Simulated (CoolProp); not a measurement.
Propylene glycol along the isobar 5.8 bar: density (kg/m³) from the reference equation and from simpler models built on Tc = 674.0 K, pc = 72.92 bar, ω = 0.327; each cubic takes its own stable root.

The numbers come from the reference Helmholtz-energy equation of state, Eisenbach 2021 in CoolProp.

```
T (K)  phase  reference
-----  -----  ---------
529.8    gas      10.79
539.8    gas      10.53
549.8    gas      10.29
559.9    gas      10.05
569.9    gas      9.834
579.9    gas      9.627
589.9    gas      9.430
600      gas      9.241
610      gas      9.062
620      gas      8.892
```

Question: How far does each simpler model (van der Waals, Soave-Redlich-Kwong, Peng-Robinson) lie from the reference over these 10 states: mean and median of the absolute difference, and the worst?

Answer: 
- van der Waals: mean 1.7 %, median 1.6 %, worst -3.0 % at 529.8 K and 5.8 bar
- Soave-Redlich-Kwong: mean 0.4 %, median 0.3 %, worst -1.0 % at 529.8 K and 5.8 bar
- Peng-Robinson: mean 0.2 %, median 0.2 %, worst -0.6 % at 529.8 K and 5.8 bar
